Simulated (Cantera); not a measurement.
A Cantera script and what it prints.

```python
import numpy as np
import cantera as ct

gas_names = """
    CL CL2 H HCL H2 Pb PbCL PbCL2 PbCL4 Pb2
""".split()
cond_names = """
    Pb(cr) Pb(L) PbCL2(s) PbCL2(L)
""".split()


# ... load() reads the species with a 1 bar reference pressure and builds the phases ...
atoms = {
    'PbCl2': {'Pb': 1, 'CL': 2},
    'H2': {'H': 2},
}
top_T = {}  # K; cautious upper limits of use, not melting points


# ... equilibrate(T, P, feed) seeds the gas with the atoms and calls Mixture.equilibrate('TP', solver="vcs", rtol=1e-11, max_steps=5000) ...
results = []
feed = {'PbCl2': 1, 'H2': 180}  # mol
T = 2048.15  # K
P = 100000  # Pa
mix = equilibrate(T, P, feed)
results.append((T, P, feed, dict(zip(mix.species_names, mix.species_moles))))
print(gas.report(threshold=1e-05))
for i in range(1, mix.n_phases):
    print(f"{mix.phase(i).name:16s} {mix.phase_moles(i):12.5e} mol")
```

Result:

```
       temperature   2048.2 K
          pressure   1e+05 Pa
           density   0.020659 kg/m^3
  mean mol. weight   3.5182 kg/kmol
   phase of matter   gas

                          1 kg             1 kmol
                     ---------------   ---------------
          enthalpy        1.5651e+07        5.5063e+07  J
   internal energy        1.0811e+07        3.8034e+07  J
           entropy             54264        1.9091e+05  J/K
    Gibbs function       -9.5489e+07       -3.3595e+08  J
 heat capacity c_p            9747.2             34292  J/K
 heat capacity c_v            7383.9             25978  J/K

                      mass frac. Y      mole frac. X     chem. pot. / RT
                     ---------------   ---------------   ---------------
                CL        0.00018278         1.814e-05           -26.549
                 H        0.00063622         0.0022206           -9.7876
               HCL           0.11222          0.010829           -36.337
                H2           0.56239           0.98144           -19.575
                Pb           0.31558         0.0053584           -17.554
              PbCL         0.0089492        0.00012975           -44.103
     [   +4 minor]        4.1484e-05        4.6265e-07

Pb(L)             0.00000e+00 mol
PbCL2(L)          0.00000e+00 mol
```

These are equilibrium values from Cantera (NASA tables, ideal gas, pure condensed phases), not measurements of a reactor.
